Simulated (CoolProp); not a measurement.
Toluene along the isobar 4.73 MPa: Z from the reference equation and from simpler models built on Tc = 318.6 °C, pc = 4.126 MPa, ω = 0.266; each cubic takes its own stable root.

Model: reference Helmholtz-energy equation of state, Lemmon 2006, in CoolProp. It is a short technical equation, of lower accuracy than the large ones.

```tsv
T (°C)	phase	reference	Redlich-Kwong	Soave-Redlich-Kwong
228.65	liquid	0.1604	0.1905	0.1827
236.55	liquid	0.1607	0.1917	0.1839
244.45	liquid	0.1612	0.1932	0.1854
252.25	liquid	0.1620	0.1951	0.1873
260.15	liquid	0.1630	0.1974	0.1897
268.05	liquid	0.1645	0.2004	0.1928
275.95	liquid	0.1664	0.2040	0.1966
283.85	liquid	0.1689	0.2086	0.2015
291.65	liquid	0.1722	0.2143	0.2076
299.55	liquid	0.1766	0.2218	0.2159
307.45	liquid	0.1830	0.2319	0.2273
315.35	liquid	0.1930	0.2466	0.2446
323.25	supercritical	0.2130	0.2711	0.2763
331.05	supercritical	0.3128	0.3271	0.3664
338.95	supercritical	0.4410	0.4360	0.4761
346.85	supercritical	0.5048	0.5021	0.5371
```
